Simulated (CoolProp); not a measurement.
R123 along the isobar 190 bar: density (kg/m³) from the reference equation and from simpler models built on Tc = 456.8 K, pc = 36.62 bar, ω = 0.282; each cubic takes its own stable root.

Values from CoolProp's reference Helmholtz-energy equation of state, Younglove 1994. It is a modified Benedict-Webb-Rubin equation, recast in Helmholtz form.

```tsv
T (K)	phase	reference	Redlich-Kwong	Soave-Redlich-Kwong	Peng-Robinson
304.5	liquid	1498	1352	1384	1554
317.1	liquid	1470	1329	1361	1529
329.8	liquid	1443	1306	1338	1503
342.5	liquid	1415	1283	1314	1475
355.2	liquid	1386	1259	1288	1447
367.9	liquid	1357	1234	1262	1417
380.6	liquid	1328	1209	1235	1385
393.3	liquid	1298	1184	1206	1353
406	liquid	1268	1158	1177	1319
418.7	liquid	1237	1131	1147	1283
431.4	liquid	1205	1105	1115	1246
444	liquid	1173	1078	1083	1209
```
